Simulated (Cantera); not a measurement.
A closed system holds: 1 mol TEOS, a varied amount of NO, 2.4 mol N2, 0.12 mol H2O, at 1623 K and 428 Torr.

Cantera equilibrium calculation (NASA polynomials, part measured and part estimated; ideal gas, pure solids and liquids). Candidate condensed phases: C, C6H6, C7H8, C8H18, H2O, Si, SiC, SiO2, Si2N2O, Si3N4; 151 gas species. The feed counts by its element totals alone. Mutual solubility and eutectic melting of coexisting phases are not modelled. The tables hold silica as quartz up to 1696 K and as liquid above; real silica turns to tridymite and cristobalite and melts near 1996 K. Equilibrium is a limit: real reactors are often held back by kinetics, nucleation or transport.

At 4.5 mol NO, list the 7 most abundant gas species with their mole fractions, and the condensed phases.

H2 0.453, CO 0.358, N2 0.188, HCN 0.000229, H2O 0.000211, SiO 0.000172, H 6.16e-5. Condensed: SiO2(β-quartz) + Si2N2O(s).
